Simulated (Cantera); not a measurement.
A closed system holds: 1 mol Ca(OH)2, 0.059 mol CO2, held at 350 Pa.

Equilibrium computed with Cantera from the NASA thermochemical tables; the gas is ideal and each condensed phase is pure. Candidate condensed phases: C, C6H6, C7H8, C8H18, Ca, CaCO3, CaO, Ca(OH)2, H2O; 115 gas species. Rates play no part.

### Question
Which condensed phases are stable at each of these points (T (°C)): 427, 527, 627, 727, 827, 927, 1027, 1127, 1227, 1327, 1427, 1527, 1627?

### Answer
| T (°C) | condensed phases | Ca condensed (%) |
|---|---|---|
| 427 | CaCO3(calcite) + CaO(s) | 100.0 |
| 527 | CaO(s) | 100.0 |
| 627 | CaO(s) | 100.0 |
| 727 | CaO(s) | 100.0 |
| 827 | CaO(s) | 100.0 |
| 927 | CaO(s) | 100.0 |
| 1027 | CaO(s) | 100.0 |
| 1127 | CaO(s) | 100.0 |
| 1227 | CaO(s) | 100.0 |
| 1327 | CaO(s) | 100.0 |
| 1427 | CaO(s) | 100.0 |
| 1527 | CaO(s) | 100.0 |
| 1627 | CaO(s) | 100.0 |

At 427 °C the condensed part is CaCO3(calcite) + CaO(s). From 527 °C to 1627 °C the condensed part is CaO(s).
